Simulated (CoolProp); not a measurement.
Vapour-liquid equilibrium of R22 (1) + R114 (2) at 1.37 MPa; x and y are mole fractions of (1).

The numbers come from the multi-fluid Helmholtz-energy mixture model, Kamei 1995 and Platzer 1990; pair parameters Bell 2016 in CoolProp. This equation is an older, rougher fit; its heat capacities, sound speeds and derivatives of the liquid may be far off and weren't checked against measurements.

```tsv
x	bubble temperature (°C)	y at the bubble point	dew temperature at overall composition x (°C)	liquid density (mol/L)
0.05	90.8	0.144	95.7	7.194
0.2	73.7	(withheld)	87.8	7.995
0.35	62.4	0.622	79.4	8.756
0.5	54.2	0.740	(withheld)	9.562
0.65	47.6	0.832	60.5	10.47
0.8	42.0	(withheld)	49.9	11.53
0.95	37.0	0.978	39.0	12.80
```

Complete the blanks.


- 0.2, y at the bubble point: 0.446
- 0.5, dew temperature at overall composition x (°C): 70.4
- 0.8, y at the bubble point: 0.909

No azeotrope shows between x = 0.05 and 0.95.

The pair parameters rest on a limited set of measurements; away from them the model extrapolates.
